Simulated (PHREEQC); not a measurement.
Consider water at 64 °C with 0.097 mol HF, 0.00021 mol NH4HF2 and 0.81 mol H2SO4 per kg of water. Closed to the air; pH follows from the charge balance.

Model: ion-association model, wateq4f.dat, run in PHREEQC.

Q: The ionic strength comes out as 0.852 mol/kgw. What activity coefficients do NH4+, SO4-2, H+, F-, NH4SO4- get?

A: NH4+ 0.75, SO4-2 0.15, H+ 0.73, F- 0.57, NH4SO4- 0.63.

No solid was allowed to form. Caution: at this ionic strength the ion-association model is outside its range; a Pitzer model would be the better tool where its parameters exist. wateq4f.dat counts part of the HF as a dimer, H2F2, which phreeqc.dat doesn't know; its constant is uncertain. Away from 25 °C the constants follow the database's enthalpies or fits; those with neither stay at their 25 °C values.
